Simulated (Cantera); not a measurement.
Input: 1 mol borazine, 0.071 mol O2, 2.9 mol H2, at 1373 K and 10.0 mbar.

Cantera equilibrium calculation (NASA polynomials, part measured and part estimated; ideal gas, pure solids and liquids). Candidate condensed phases: B, BN, B2O3, B3O3H3, H2O; 39 gas species. The feed counts by its element totals alone. Mutual solubility and eutectic melting of coexisting phases are not modelled. Kinetics and transport are ignored.

Base state: H2 0.990, N2 0.00776, HBO2 0.00131, HBO 0.000862, H2O 0.000348, B2O3 0.000125, H 3.31e-5 (mole fractions); condensed: BN(s) + B2O3(l).

Problem. What changes in the equilibrium state with this change: pressure from 10.0 mbar to 6.10 mbar?

Solution. 
```
species         before     after
------------  --------  --------
H2               0.990     0.989
N2             0.00776   0.00780
HBO2           0.00131   0.00155
HBO           0.000862   0.00120
B2O2           8.15e-6   1.57e-5
B2O3          0.000125  0.000205
H              3.31e-5   4.24e-5
BN(s), mol        2.91      2.91
B2O3(l), mol    0.0389    0.0369
```

Problem. What changes in the equilibrium state with this change: O2 from 0.071 to 1.3 mol?

Solution. 
```json
[
 {"species": "H2", "before": "0.990", "after": "0.869"},
 {"species": "N2", "before": "0.00776", "after": "0.127"},
 {"species": "HBO2", "before": "0.00131", "after": "0.00196"},
 {"species": "H2O", "before": "0.000348", "after": "0.000776"},
 {"species": "HBO", "before": "0.000862", "after": "0.000507"},
 {"species": "H", "before": "3.31e-5", "after": "3.10e-5"},
 {"species": "BN(s), mol", "before": "2.91", "after": "1.27"},
 {"species": "B2O3(l), mol", "before": "0.0389", "after": "0.854"}
]
```
